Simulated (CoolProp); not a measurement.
The fluid at 298.15 K and 0.821 MPa (gas) is heated at constant pressure to 484.7 K. The same conditions are run with several fluids, on thermodynamics alone (safety and materials aside).

The numbers come from the reference Helmholtz-energy equation of state of each fluid (ammonia: Gao 2020; nitrogen: Span 2000; hydrogen sulfide: Lemmon 2006; dry air: Lemmon 2000; R125: Lemmon 2005) in CoolProp. Blends and air are pseudo-pure fits.

Problem. Rank ammonia, nitrogen, hydrogen sulfide, dry air, R125 by heat (kJ/kg), highest first.

Solution. ammonia (464), hydrogen sulfide (204), nitrogen (196), dry air (190), R125 (179)

```json
[
 {"fluid": "ammonia", "final density (kg/m³)": "3.52"},
 {"fluid": "nitrogen", "final density (kg/m³)": "5.69"},
 {"fluid": "hydrogen sulfide", "final density (kg/m³)": "7.03"},
 {"fluid": "dry air", "final density (kg/m³)": "5.89"},
 {"fluid": "R125", "final density (kg/m³)": "25.0"}
]
```
